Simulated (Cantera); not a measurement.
Cantera run:

```python
import numpy as np
import cantera as ct

gas_names = [...]  # 121 gases of nasa_gas.yaml made of Al, C, H, O
cond_names = """
    AL(cr) AL(L) AL2O3(a) AL2O3(L) C(gr) C6H6(L) C7H8(L) C8H18(L),n-octa H2O(s) H2O(L)
""".split()


# ... load() reads the species with a 1 bar reference pressure and builds the phases ...
atoms = {
    'Al(CH3)3': {'AL': 1, 'C': 3, 'H': 9},
    'O2': {'O': 2},
    'H2': {'H': 2},
}
top_T = {'C(gr)': 4500}  # K; cautious upper limits of use, not melting points


# ... equilibrate(T, P, feed) seeds the gas with the atoms and calls Mixture.equilibrate('TP', solver="vcs", rtol=1e-11, max_steps=5000) ...
results = []
feed = {'Al(CH3)3': 1, 'O2': 4.6, 'H2': 9.5}  # mol
P = 4200  # Pa
for T in [625, 725, 825, 925, 1025, 1125, 1225, 1325, 1425, 1525, 1625, 1725]:
    mix = equilibrate(T, P, feed)
    results.append((T, P, feed, dict(zip(mix.species_names, mix.species_moles))))

top = {s: max(r[3][s] / sum(r[3][g] for g in gas_names) for r in results) for s in gas_names}
cols = sorted((s for s in top if top[s] > 1e-06), key=lambda s: -top[s])[:9]
seen = [c for c in cond_names if any(r[3].get(c, 0) > 1e-12 for r in results)]
print("log10 of partial pressures in bar; condensed amounts in mol")
print(f"{'T/K':>10s}" + "".join(f"{s[:9]:>10s}" for s in cols + seen))
for T, P, feed, n in results:
    ng = sum(n[g] for g in gas_names)
    print(f"{T:10.4g}" + "".join(f"{np.log10(max(n[s] / ng * P / 1e5, 1e-99)):10.3f}" for s in cols)
          + "".join(f"{n.get(c, 0):10.4g}" for c in seen))
```

Result:

```
log10 of partial pressures in bar; condensed amounts in mol
       T/K        H2       H2O        CO       CH4       CO2         H        OH  AL2O3(a)
       625    -1.849    -1.740    -3.919    -2.200    -2.494   -16.494   -21.054       0.5
       725    -1.622    -1.999    -2.831    -2.704    -2.332   -13.841   -18.147       0.5
       825    -1.575    -2.099    -2.450    -4.019    -2.420   -11.888   -15.779       0.5
       925    -1.586    -2.064    -2.354    -5.519    -2.526   -10.377   -13.782       0.5
      1025    -1.596    -2.035    -2.298    -6.761    -2.624    -9.159   -12.171       0.5
      1125    -1.604    -2.014    -2.261    -7.790    -2.713    -8.154   -10.848       0.5
      1225    -1.609    -2.000    -2.236    -8.653    -2.794    -7.311    -9.742       0.5
      1325    -1.614    -1.989    -2.219    -9.386    -2.865    -6.593    -8.805       0.5
      1425    -1.617    -1.982    -2.206   -10.016    -2.927    -5.975    -8.000       0.5
      1525    -1.620    -1.976    -2.196   -10.562    -2.982    -5.436    -7.301       0.5
      1625    -1.622    -1.971    -2.188   -11.040    -3.031    -4.962    -6.688       0.5
      1725    -1.623    -1.968    -2.183   -11.462    -3.074    -4.543    -6.146       0.5
```

These are equilibrium values from Cantera (NASA tables, ideal gas, pure condensed phases), not measurements of a reactor. The feed counts by its element totals alone. Gases not in the tables: Al(OH)3.
